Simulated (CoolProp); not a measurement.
2000 sccm (0 °C, 1 atm) of nitrogen bubbles through liquid octamethylcyclotetrasiloxane (D4) at 353.2 K and leaves saturated at a total pressure of 0.102 MPa (ideal gas phase). Each further row changes one setting.

Model: reference Helmholtz-energy equation of state, Thol 2015, in CoolProp.

```tsv
case	vapour pressure (kPa)	mole fraction of vapour	delivery (mg/min)	delivery (sccm)	change of delivery for a bath 1 K warmer (%)
as stated	3.61	0.0354	971	73.4	5.1
bath temperature 358.2 K	4.56	0.0447	1240	93.6	4.9
total pressure 0.204 MPa	3.61	0.0177	477	36.0	5.0
```
